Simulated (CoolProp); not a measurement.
A single-stage vapour-compression cycle with chlorine: evaporating at 266.15 K (dew point), condensing at 318.15 K (bubble point), superheat 5 K, subcooling 8 K, compressor efficiency 0.8, no pressure losses. Each further row changes one setting.

Model: reference Helmholtz-energy equation of state, Thol 2021, in CoolProp.

```
case                              cooling COP  pressure ratio  discharge temperature (K)  refrigerating effect (kJ/kg)  volumetric capacity (kJ/m³)
--------------------------------  -----------  --------------  -------------------------  ----------------------------  ---------------------------
as stated                                3.42            4.43                      416.3                           230                         2220
evaporating temperature 271.15 K         3.92            3.74                      404.1                           231                         2620
condensing temperature 313.15 K          3.85            3.93                      402.8                           235                         2270
subcooling 13 K                          3.49            4.43                      416.3                           235                         2270
superheat 15 K                           3.35            4.43                      431.0                           235                         2170
compressor efficiency 0.7                2.99            4.43                      433.8                           230                         2220
```
